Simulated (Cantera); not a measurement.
Ignition delay

Mixture: CH4 : O2 : N2 = 1 : 0.952 : 6.67 (molar parts), equivalence ratio 2.1, at 0.610 bar, adiabatic and at constant pressure. Ignition delay is the time to a rise of 400 K.

Model: GRI-Mech 3.0 (53 species, 325 reactions), integrated in Cantera.

```csv
T0 (K),delay (ms)
1175,276
1275,66.3
1375,17.7
1475,5.28
1575,1.82
1675,0.743
1775,0.353
1875,0.189
```

```
Quantity                                                Result
--------------------------------------------------  ----------
apparent activation energy between 1675 and 1875 K  180 kJ/mol
```
